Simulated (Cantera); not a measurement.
An isothermal, constant-pressure homogeneous reactor starts with 54.0 % N2O, 0.189 % H2, 45.9 % N2, at 1525 K and 0.350 bar.

Computed with Cantera and GRI-Mech 3.0 (53 species, 325 reactions). GRI-Mech 3.0 was tuned for natural gas; its chemistry of N2O as a main component is partial and can be far from experiment. The temperature is held fixed by assumption; the heat of reaction is taken as removed at once.

Task: Predict: x(N2O) at 40.0 s; x(H2) at 40.0 s; x(H) at 40.0 s; x(N2) at 40.0 s; x(NO) at 40.0 s.

Result: 
```json
{
 "x(N2O) at 40.0 s": "2.62e-6 (gas-phase equilibrium 4.99e-8)",
 "x(H2) at 40.0 s": "1.63e-8 (gas-phase equilibrium 1.44e-8)",
 "x(H) at 40.0 s": "5.15e-9 (gas-phase equilibrium 4.83e-9)",
 "x(N2) at 40.0 s": "0.741 (gas-phase equilibrium 0.786)",
 "x(NO) at 40.0 s": "0.0902 (gas-phase equilibrium 0.00139)"
}
```
